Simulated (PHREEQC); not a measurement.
Make-up at 20 °C: 8.1 mmol/kgw ZnBr2 and 2.3 mmol/kgw PbCl2. Closed to the air; pH follows from the charge balance.

Model: ion-association model, wateq4f.dat, run in PHREEQC.

```json
{
 "pH": "5.34",
 "ionic_strength": "0.0295 mol/kgw"
}
```

```csv
species,molality,activity,log γ
Br-,0.0155,0.0132,-0.070
Zn+2,0.00804,0.00442,-0.260
Cl-,0.00443,0.00376,-0.072
Pb+2,0.00150,0.000791,-0.279
PbBr+,0.000665,0.000567,-0.070
PbCl+,0.000122,0.000104,-0.070
ZnCl+,4.20e-5,3.57e-5,-0.071
```

No solid was allowed to form. Complexes and solids missing from the database can't appear.
